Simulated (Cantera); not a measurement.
Charge: 1 mol SiH4, 0.057 mol HCl, 3.3 mol N2, at 1100 °C and 0.00310 bar.

Cantera equilibrium calculation (NASA polynomials, part measured and part estimated; ideal gas, pure solids and liquids). Candidate condensed phases: NH4Cl, Si, Si3N4; 28 gas species. N2 is the only nitrogen source here; it is nearly inert below about 1500 K, so the nitride shown seldom forms there in practice. The numbers say what is thermodynamically allowed, not how fast it happens.

Base state: N2 0.561, H2 0.426, HCl 0.0121, H 3.91e-5, SiCl2 1.45e-5 (mole fractions); condensed: Si3N4(s).

**Question.** What changes in the equilibrium state with this change: temperature from 1100 °C to 1477 °C?

**Answer.** 
```csv
species,before,after
N2,0.561,0.615
H2,0.426,0.372
HCl,0.0121,0.00906
SiCl2,1.45e-5,0.000733
Si,1.84e-9,0.000484
SiH,<1e-9,2.18e-5
Si2N,<1e-9,1.85e-5
"Si3N4(s), mol",0.333,0
"Si(l), mol",0,0.993
```
The tables' values for SiCl, SiN are old estimates; treat these amounts as uncertain.
